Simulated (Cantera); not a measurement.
Feed: 1 mol HgO, 5.4 mol N2, 0.039 mol H2, equilibrated at 550 K and 0.133 bar.

Equilibrium computed with Cantera from the NASA thermochemical tables; the gas is ideal and each condensed phase is pure. Candidate condensed phases: H2O, Hg, HgO; 25 gas species. Equilibrium is a limit: real reactors are often held back by kinetics, nucleation or transport.

Base state: N2 0.946, Hg 0.0339, O2 0.0135, H2O 0.00683 (mole fractions); condensed: HgO(s).

What changes in the equilibrium state with this change: temperature from 550 K to 823.15 K?


```tsv
species	before	after
N2	0.946	0.780
Hg	0.0339	0.145
O2	0.0135	0.0694
H2O	0.00683	0.00564
HgO(s), mol	0.806	0
```
